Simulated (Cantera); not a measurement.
Gas mixture: CH3OH = 0.98 (molar parts), at 368 Torr, frozen composition.

Cantera's kinetic-theory transport with the Lennard-Jones parameters of GRI-Mech 3.0, ideal gas; thermal conductivity in the mixture-averaged form. Polar gases are described roughly by these parameters. The composition is frozen, though it would react at the higher temperatures.

D: mixture-averaged diffusion coefficient of that species in the mixture.

```json
[
 {"T (K)": "400", "ρ (kg/m³)": "0.472", "cp (J/kg/K)": "1604", "μ (µPa s)": "13.1", "λ (mW/m/K)": "28.2", "Pr": "0.745", "D (cm²/s) NO": "[?]", "D (cm²/s) CO2": "0.391", "D (cm²/s) OH": "0.850"},
 {"T (K)": "550", "ρ (kg/m³)": "0.343", "cp (J/kg/K)": "1983", "μ (µPa s)": "18.1", "λ (mW/m/K)": "48.2", "Pr": "0.744", "D (cm²/s) NO": "[?]", "D (cm²/s) CO2": "0.723", "D (cm²/s) OH": "1.51"},
 {"T (K)": "700", "ρ (kg/m³)": "0.270", "cp (J/kg/K)": "2314", "μ (µPa s)": "22.8", "λ (mW/m/K)": "70.5", "Pr": "0.748", "D (cm²/s) NO": "[?]", "D (cm²/s) CO2": "1.13", "D (cm²/s) OH": "2.31"},
 {"T (K)": "850", "ρ (kg/m³)": "0.222", "cp (J/kg/K)": "2568", "μ (µPa s)": "27.2", "λ (mW/m/K)": "93.6", "Pr": "0.746", "D (cm²/s) NO": "[?]", "D (cm²/s) CO2": "1.62", "D (cm²/s) OH": "3.24"},
 {"T (K)": "1000", "ρ (kg/m³)": "0.189", "cp (J/kg/K)": "2798", "μ (µPa s)": "31.3", "λ (mW/m/K)": "117", "Pr": "0.751", "D (cm²/s) NO": "[?]", "D (cm²/s) CO2": "2.16", "D (cm²/s) OH": "4.27"},
 {"T (K)": "1150", "ρ (kg/m³)": "0.164", "cp (J/kg/K)": "2978", "μ (µPa s)": "35.2", "λ (mW/m/K)": "139", "Pr": "0.751", "D (cm²/s) NO": "[?]", "D (cm²/s) CO2": "2.76", "D (cm²/s) OH": "5.42"}
]
```

Problem. Some entries are withheld; supply them.

Solution. 
- 400, D (cm²/s) NO: 0.538
- 550, D (cm²/s) NO: 0.963
- 700, D (cm²/s) NO: 1.48
- 850, D (cm²/s) NO: 2.07
- 1000, D (cm²/s) NO: 2.74
- 1150, D (cm²/s) NO: 3.48
